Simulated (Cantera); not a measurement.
A Cantera script and its output.

```python
import numpy as np
import cantera as ct

gas = ct.Solution("gri30.yaml")
gas.TPX = 1975, 190, {'C2H6': 1, 'H2': 76}
reactor = ct.IdealGasConstPressureReactor(gas, energy="off", clone=False)
net = ct.ReactorNet([reactor])
net.rtol, net.atol = 1e-08, 1e-18
show = ['C2H6', 'H2', 'C2H', 'CH2', 'CH3', 'C2H4', 'CH4']
times = np.geomspace(3e-05, 90, 11)

steps = ct.SolutionArray(gas, extra=["t"])
rows = []
print(f"{'t/s':>10s}{'T/K':>9s}{'P/Pa':>11s}" + "".join(f"{s:>11s}" for s in show))
for t in times:
    while net.time < t:
        t_next = net.step()
        steps.append(gas.state, t=t_next)
    rows.append([np.interp(t, steps.t, y) for y in (steps.T, steps.P, *steps(*show).X.T)])
    print(f"{t:10.3e}{rows[-1][0]:9.1f}{rows[-1][1]:11.4g}" + "".join(f"{x:11.3e}" for x in rows[-1][2:]))
rate = np.gradient(steps.T, steps.t)
print("integrator steps:", len(steps.t))
if steps.T.max() > steps.T[0] + 200:
    print(f"time of steepest temperature rise: {steps.t[rate.argmax()]:.4e} s")
gas.TPX = 1975, 190, {'C2H6': 1, 'H2': 76}
gas.equilibrate("TP")
print(f"equilibrium (TP): T = {gas.T:.1f} K  " + "  ".join(f"{s} {gas[s].X[0]:.3e}" for s in show))
```

Output:

```
       t/s      T/K       P/Pa       C2H6         H2        C2H        CH2        CH3       C2H4        CH4
 3.000e-05   1975.0        190  1.183e-02  9.857e-01  9.039e-16  5.302e-08  2.094e-03  1.006e-06  1.733e-04
 1.333e-04   1975.0        190  8.280e-03  9.805e-01  1.387e-11  3.692e-06  6.013e-03  1.172e-04  2.544e-03
 5.923e-04   1975.0        190  6.646e-04  9.653e-01  4.521e-08  4.335e-05  6.059e-03  1.253e-03  1.498e-02
 2.632e-03   1975.0        190  2.020e-06  9.639e-01  3.741e-07  4.167e-05  4.340e-03  3.743e-04  1.709e-02
 1.169e-02   1975.0        190  1.486e-06  9.665e-01  6.419e-07  3.282e-05  3.500e-03  1.369e-04  1.534e-02
 5.196e-02   1975.0        190  6.694e-07  9.712e-01  9.926e-07  1.917e-05  2.116e-03  6.124e-05  1.119e-02
 2.309e-01   1975.0        190  1.502e-07  9.754e-01  1.449e-06  9.487e-06  9.667e-04  1.475e-05  5.469e-03
 1.026e+00   1975.0        190  9.538e-09  9.757e-01  2.271e-06  3.746e-06  2.752e-04  1.520e-06  1.244e-03
 4.558e+00   1975.0        190  1.483e-10  9.718e-01  3.430e-06  8.663e-07  4.265e-05  3.528e-07  1.344e-04
 2.025e+01   1975.0        190  1.293e-12  9.635e-01  5.341e-06  1.677e-07  5.278e-06  2.224e-07  1.071e-05
 9.000e+01   1975.0        190  1.825e-13  9.568e-01  6.851e-06  9.252e-08  2.261e-06  1.758e-07  3.565e-06
integrator steps: 1706
equilibrium (TP): T = 1975.0 K  C2H6 1.784e-13  H2 9.566e-01  C2H 6.901e-06  CH2 9.259e-08  CH3 2.246e-06  C2H4 1.746e-07  CH4 3.515e-06
```

Model: GRI-Mech 3.0 (53 species, 325 reactions), integrated in Cantera. GRI-Mech 3.0 stops at C3 and has no aromatics, soot or wall deposition, so with more carbon than oxygen in the feed, carbon stays in small species such as C2H2 where larger ones or solid carbon would form. Radical loss at walls, strong at low pressure, is not modelled.
